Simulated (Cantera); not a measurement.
Thermodynamics of oxide etching and cleaning by halides, feed Al2O3 + HCl + H2

Charge: 1 mol Al2O3, 1.7 mol HCl, 38 mol H2, held at 13.3 mbar.

Equilibrium computed with Cantera from the NASA thermochemical tables; the gas is ideal and each condensed phase is pure. Candidate condensed phases: Al, AlCl3, Al2O3, H2O; 29 gas species. The tables' values for AlCl2 are old estimates; treat these amounts as uncertain. Rates play no part.

From 1348 K to 1898 K the condensed part is Al2O3(s). The main Al-bearing gas is AlCl3 at 1348 K and AlCl at 1898 K. The share of Al in condensed phases is highest at 1348 K (100.0 %) and lowest at 1898 K (97.5 %).

```json
[
 {"T (K)": "1348", "x H2": "0.957", "x HCl": "0.0427", "x H": "1.96e-5", "x H2O": "3.75e-5", "x AlCl": "1.50e-6", "n Al2O3(s)": "1.000"},
 {"T (K)": "1398", "x H2": "0.957", "x HCl": "0.0427", "x H": "4.01e-5", "x H2O": "4.86e-5", "x AlCl": "4.86e-6", "n Al2O3(s)": "0.999"},
 {"T (K)": "1448", "x H2": "0.957", "x HCl": "0.0427", "x H": "7.81e-5", "x H2O": "6.56e-5", "x AlCl": "1.33e-5", "n Al2O3(s)": "0.999"},
 {"T (K)": "1498", "x H2": "0.957", "x HCl": "0.0427", "x H": "0.000146", "x H2O": "9.30e-5", "x AlCl": "3.05e-5", "n Al2O3(s)": "0.999"},
 {"T (K)": "1548", "x H2": "0.957", "x HCl": "0.0427", "x H": "0.000261", "x H2O": "0.000137", "x AlCl": "6.01e-5", "n Al2O3(s)": "0.998"},
 {"T (K)": "1598", "x H2": "0.957", "x HCl": "0.0426", "x H": "0.000451", "x H2O": "0.000206", "x AlCl": "0.000106", "n Al2O3(s)": "0.997"},
 {"T (K)": "1648", "x H2": "0.956", "x HCl": "0.0425", "x H": "0.000754", "x H2O": "0.000309", "x AlCl": "0.000175", "n Al2O3(s)": "0.996"},
 {"T (K)": "1698", "x H2": "0.956", "x HCl": "0.0424", "x H": "0.00122", "x H2O": "0.000458", "x AlCl": "0.000273", "n Al2O3(s)": "0.994"},
 {"T (K)": "1748", "x H2": "0.955", "x HCl": "0.0422", "x H": "0.00193", "x H2O": "0.000667", "x AlCl": "0.000411", "n Al2O3(s)": "0.991"},
 {"T (K)": "1798", "x H2": "0.953", "x HCl": "0.0420", "x H": "0.00298", "x H2O": "0.000954", "x AlCl": "0.000600", "n Al2O3(s)": "0.987"},
 {"T (K)": "1848", "x H2": "0.952", "x HCl": "0.0416", "x H": "0.00448", "x H2O": "0.00134", "x AlCl": "0.000853", "n Al2O3(s)": "0.982"},
 {"T (K)": "1898", "x H2": "0.949", "x HCl": "0.0412", "x H": "0.00659", "x H2O": "0.00184", "x AlCl": "0.00118", "n Al2O3(s)": "0.975"}
]
```
x: gas mole fraction; n: condensed amount in mol.
